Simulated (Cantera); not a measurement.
# Pyrogenic steam for wet oxidation

A perfectly stirred reactor is fed with 7.95 % H₂, 20.9 % O₂, 71.1 % N₂, equivalence ratio 0.19, at 308 Torr; it is held at 975 K, and followed from long to short residence time.

Detailed kinetics in Cantera: the H2/O2 subset of GRI-Mech 3.0, which has no nitrogen chemistry. The temperature is held fixed by assumption; the heat of reaction is taken as removed at once.

```
τ (s)       x H₂   x O₂    x HO₂       x H      x OH   x H₂O   x H₂O₂
-------  -------  -----  -------  --------  --------  ------  -------
0.82     0.00227  0.177  2.42e-5   1.17e-6   6.40e-6  0.0804  2.15e-5
0.34     0.00302  0.178  2.97e-5   2.78e-6   1.15e-5  0.0796  1.93e-5
0.14     0.00395  0.178  3.54e-5   6.66e-6   2.11e-5  0.0786  1.53e-5
0.060    0.00518  0.179  4.13e-5   1.53e-5   3.72e-5  0.0773  1.17e-5
0.025    0.00698  0.179  4.78e-5   3.60e-5   6.49e-5  0.0754  8.83e-6
0.010    0.00971  0.180  5.46e-5   8.74e-5  0.000113  0.0725  6.63e-6
0.0043    0.0133  0.182  6.03e-5  0.000194  0.000183  0.0687  5.25e-6
0.0018    0.0186  0.184  6.49e-5  0.000432  0.000289  0.0630  4.38e-6
0.00075   0.0259  0.187  6.75e-5  0.000922  0.000436  0.0550  3.88e-6
0.00031   0.0361  0.191  6.74e-5   0.00180  0.000607  0.0438  3.45e-6
```
x: mole fraction; the columns are a selection and need not sum to one.
